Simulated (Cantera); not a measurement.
## Stirred combustor or abatement burner

A perfectly stirred reactor is fed with CH4 : O2 : N2 = 1 : 2.44 : 9.17 (molar parts), at 0.987 atm; it is adiabatic with a 450 K inlet, and is followed from long to short residence time, starting on the burning branch (τ in s: 0.039, 0.014, 0.0053, 0.002, 0.00073, 0.00027, 0.0001, 3.7e-05, 1.4e-05).

Detailed kinetics in Cantera: GRI-Mech 3.0 (53 species, 325 reactions).

| τ (s) | T (K) | x CH4 | x O2 | x H2O | x N2O | x CH3 | x C2H6 |
|---|---|---|---|---|---|---|---|
| 0.039 | 2113 | 8.25e-6 | 0.0354 | 0.155 | 2.72e-7 | 3.21e-6 | 1.72e-11 |
| 0.014 | 2092 | 1.74e-5 | 0.0361 | 0.154 | 2.92e-7 | 6.39e-6 | 6.43e-11 |
| 0.0053 | 2057 | 3.40e-5 | 0.0374 | 0.151 | 2.83e-7 | 1.15e-5 | 1.98e-10 |
| 0.0020 | 2006 | 6.77e-5 | 0.0393 | 0.148 | 2.50e-7 | 2.06e-5 | 6.24e-10 |
| 0.00073 | 1936 | 0.000147 | 0.0420 | 0.144 | 2.12e-7 | 3.93e-5 | 2.41e-9 |
| 0.00027 | 1849 | 0.000360 | 0.0461 | 0.140 | 1.79e-7 | 8.16e-5 | 1.28e-8 |
| 0.00010 | 1737 | 0.00118 | 0.0546 | 0.135 | 1.43e-7 | 0.000217 | 1.63e-7 |
| 3.7e-5 | 450 | 0.0793 | 0.193 | <1e-12 | <1e-12 | <1e-12 | <1e-12 |
| 1.4e-5 | 450 | 0.0793 | 0.193 | <1e-12 | <1e-12 | <1e-12 | <1e-12 |
x: mole fraction; the columns are a selection and need not sum to one.
